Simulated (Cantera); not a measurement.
# Pyrogenic steam for wet oxidation

An isothermal, constant-pressure homogeneous reactor starts with H₂ : O₂ : N₂ = 0.93 : 1 : 11 (molar parts), equivalence ratio 0.47, at 1000 K and 0.326 atm.

Cantera simulation using the H2/O2 subset of GRI-Mech 3.0, which has no nitrogen chemistry; the numbers are that mechanism's predictions, not measurements. The temperature is held fixed by assumption; the heat of reaction is taken as removed at once.

```
t (s)         x H₂    x O₂     x HO₂     x H₂O      x OH
--------  --------  ------  --------  --------  --------
1.00e-6     0.0719  0.0773  1.34e-12    <1e-12    <1e-12
5.24e-6     0.0719  0.0773  7.12e-12    <1e-12    <1e-12
2.75e-5     0.0719  0.0773  3.98e-11  8.25e-12  1.96e-12
0.000144    0.0719  0.0773  3.56e-10  6.47e-10  3.84e-11
0.000756    0.0719  0.0773   4.21e-6   2.11e-5   9.56e-7
0.00397   0.000836  0.0433   8.93e-6    0.0737   6.98e-5
0.0208    0.000112  0.0430   2.59e-6    0.0745   1.29e-5
0.109      6.64e-6  0.0429   2.28e-7    0.0746   4.21e-6
0.572      6.21e-8  0.0429   5.69e-9    0.0746   1.36e-6
3.00       1.30e-9  0.0429  6.33e-10    0.0746   5.16e-7
```
x: mole fraction; the columns are a selection and need not sum to one.

Equilibrium at this temperature and pressure: H₂ 5.51e-11, O₂ 0.0429, HO₂ 1.85e-10, H₂O 0.0746, OH 8.84e-8 (gas phase only).
